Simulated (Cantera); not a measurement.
Cantera run:

```python
import numpy as np
import cantera as ct

gas_names = """
    O2 CO
""".split()
cond_names = """
    Ti(b) TiC(s) TiO(b) TiO2(ru) Ti2O3(b) Ti3O5(b) Ti4O7(s)
""".split()


# ... load() reads the species with a 1 bar reference pressure and builds the phases ...
species = {s.name: s for s in load("nasa_gas.yaml", gas_names) + load("nasa_condensed.yaml", cond_names)}
T = 1375
g = {n: (s.thermo.h(T) - T * s.thermo.s(T)) / (ct.gas_constant * T * np.log(10)) for n, s in species.items()}
valid = cond_names  # the entries whose range holds T


def stable(la, lb):
    # potentials (over RT ln 10) of the two non-metals from log10 p(O2) and log10 p(CO) in bar
    mu = {}
    mu["O"] = (g["O2"] + la) / 2
    mu["C"] = (g["CO"] + lb - 1 * mu["O"]) / 1
    cost = {}
    for n in valid:
        c = species[n].composition
        cost[n] = (g[n] - sum(c.get(e, 0) * m for e, m in mu.items())) / c["Ti"]
    return min(cost, key=cost.get)


results = []
for lb in [0, -1.1, -2.2, -3.3, -4.4, -5.5, -6.6, -7.7, -8.8, -9.9, -11]:
    row = [stable(la, lb) for la in [-22, -21, -20.1, -19.1, -18.2, -17.2, -16.3, -15.3, -14.3, -13.4, -12.4, -11.5, -10.5, -9.6, -8.6, -7.7, -6.7, -5.7, -4.8, -3.8, -2.9, -1.9, -1, 0]]
    results.append(row)
    print(f"{lb:6.1f}  " + " ".join(f"{valid.index(n):x}" for n in row))
print("key: " + ", ".join(f"{i:x} {n}" for i, n in enumerate(valid)))
```

Result:

```
   0.0  1 1 1 5 6 3 3 3 3 3 3 3 3 3 3 3 3 3 3 3 3 3 3 3
  -1.1  1 1 5 5 6 3 3 3 3 3 3 3 3 3 3 3 3 3 3 3 3 3 3 3
  -2.2  1 4 5 5 6 3 3 3 3 3 3 3 3 3 3 3 3 3 3 3 3 3 3 3
  -3.3  4 4 5 5 6 3 3 3 3 3 3 3 3 3 3 3 3 3 3 3 3 3 3 3
  -4.4  4 4 5 5 6 3 3 3 3 3 3 3 3 3 3 3 3 3 3 3 3 3 3 3
  -5.5  4 4 5 5 6 3 3 3 3 3 3 3 3 3 3 3 3 3 3 3 3 3 3 3
  -6.6  4 4 5 5 6 3 3 3 3 3 3 3 3 3 3 3 3 3 3 3 3 3 3 3
  -7.7  4 4 5 5 6 3 3 3 3 3 3 3 3 3 3 3 3 3 3 3 3 3 3 3
  -8.8  4 4 5 5 6 3 3 3 3 3 3 3 3 3 3 3 3 3 3 3 3 3 3 3
  -9.9  4 4 5 5 6 3 3 3 3 3 3 3 3 3 3 3 3 3 3 3 3 3 3 3
 -11.0  4 4 5 5 6 3 3 3 3 3 3 3 3 3 3 3 3 3 3 3 3 3 3 3
key: 0 Ti(b), 1 TiC(s), 2 TiO(b), 3 TiO2(ru), 4 Ti2O3(b), 5 Ti3O5(b), 6 Ti4O7(s)
```

Cantera with NASA thermochemical tables; ideal gases at 1 bar, condensed phases pure. TiC, TiO: taken at fixed stoichiometry. Not in the tables: Magnéli phases beyond Ti4O7, TiC-TiO solid solutions. Part of the grid cannot be reached: there another gas would pass 10 bar, or a non-metal would condense.
